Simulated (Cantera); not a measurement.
Input: 1 mol Si, 0.2 mol H2O, 3 mol N2, at 2148 K and 0.0133 bar.

Cantera equilibrium calculation (NASA polynomials, part measured and part estimated; ideal gas, pure solids and liquids). Candidate condensed phases: H2O, Si, SiO2, Si2N2O, Si3N4; 35 gas species. The tables' values for SiN are old estimates; treat these amounts as uncertain. Gases not in the tables: Si2H6 and higher silanes. The numbers say what is thermodynamically allowed, not how fast it happens.

Base state: N2 0.863, SiO 0.0576, H2 0.0533, Si 0.0165, H 0.00833, Si2N 0.000382, SiN 0.000332, Si2 0.000238 (mole fractions); condensed: Si(l).

**Question.** What changes in the equilibrium state with this change: H2O from 0.2 to 0.0019 mol?

**Answer.** 
```
species       before     after
----------  --------  --------
N2             0.863     0.981
Si            0.0165    0.0165
H            0.00833  0.000626
SiO           0.0576  0.000621
H2            0.0533  0.000300
SiH2         1.24e-5   6.98e-8
SiH         0.000216   1.62e-5
Si2N        0.000382  0.000408
SiN         0.000332  0.000354
Si(l), mol     0.736     0.942
```

**Question.** What changes in the equilibrium state with this change: pressure from 0.0133 bar to 2.80e-5 bar?

**Answer.** 
| species | before | after |
|---|---|---|
| N2 | 0.863 | 0.688 |
| Si | 0.0165 | 0.183 |
| H | 0.00833 | 0.0740 |
| H2 | 0.0533 | 0.00883 |
| SiO | 0.0576 | 0.0459 |
| SiH2 | 1.24e-5 | 4.78e-8 |
| Si3 | 4.76e-5 | 2.87e-7 |
| Si2N | 0.000382 | 4.05e-6 |
| SiH | 0.000216 | 4.47e-5 |
| Si(l), mol | 0.736 | 0 |
